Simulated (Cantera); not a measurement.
Input: 1 mol Si, 0.53 mol Cl2, 14 mol H2, at 19.0 bar.

Cantera equilibrium calculation (NASA polynomials, part measured and part estimated; ideal gas, pure solids and liquids). Candidate condensed phases: Si; 19 gas species. The tables' values for SiCl3 are old estimates; treat these amounts as uncertain. Rates play no part. All values below are at 998 K.

Base state: H2 0.974, SiHCl3 0.0139, SiCl4 0.00563, SiH2Cl2 0.00368, HCl 0.00274, SiH3Cl 0.000249, SiCl3 5.47e-5, SiCl2 1.30e-5 (mole fractions); condensed: Si(s).

**Question.** What changes in the equilibrium state with this change: pressure from 19.0 bar to 0.550 bar?

**Answer.** 
```csv
species,before,after
H2,0.974,0.973
SiCl4,0.00563,0.00965
SiHCl3,0.0139,0.00857
HCl,0.00274,0.00759
SiH3Cl,0.000249,2.00e-5
SiCl2,1.30e-5,0.000100
"Si(s), mol",0.666,0.724
```
